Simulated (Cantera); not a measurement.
Charge: 1 mol FeS2, 17 mol H2, 1.6 mol N2, at 1 atm.

Equilibrium computed with Cantera from the NASA thermochemical tables; the gas is ideal and each condensed phase is pure. Candidate condensed phases: Fe, FeS, FeS2, S; 16 gas species. FeS: taken at fixed stoichiometry. Rates play no part.

Problem. At 1100 K, list the 4 most abundant gas species with their mole fractions, and the condensed phases.

Solution. H2 0.860, N2 0.0860, H2S 0.0538, NH3 7.53e-5. Condensed: FeS(s).
